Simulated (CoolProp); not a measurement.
20 sccm (0 °C, 1 atm) of nitrogen bubbles through liquid tetrahydrofuran at 315.7 K and leaves saturated at a total pressure of 0.15 MPa (ideal gas phase). Each further row changes one setting.

Model: reference Helmholtz-energy equation of state, Fiedler 2023, in CoolProp.

```json
[
 {"case": "as stated", "vapour pressure (kPa)": "44.4", "mole fraction of vapour": "0.296", "delivery (mg/min)": "27.1", "delivery (sccm)": "8.42", "change of delivery for a bath 1 K warmer (%)": "5.6"},
 {"case": "bath temperature 320.7 K", "vapour pressure (kPa)": "53.6", "mole fraction of vapour": "0.358", "delivery (mg/min)": "35.8", "delivery (sccm)": "11.1", "change of delivery for a bath 1 K warmer (%)": "6.0"},
 {"case": "total pressure 0.3 MPa", "vapour pressure (kPa)": "44.4", "mole fraction of vapour": "0.148", "delivery (mg/min)": "11.2", "delivery (sccm)": "3.48", "change of delivery for a bath 1 K warmer (%)": "4.6"}
]
```
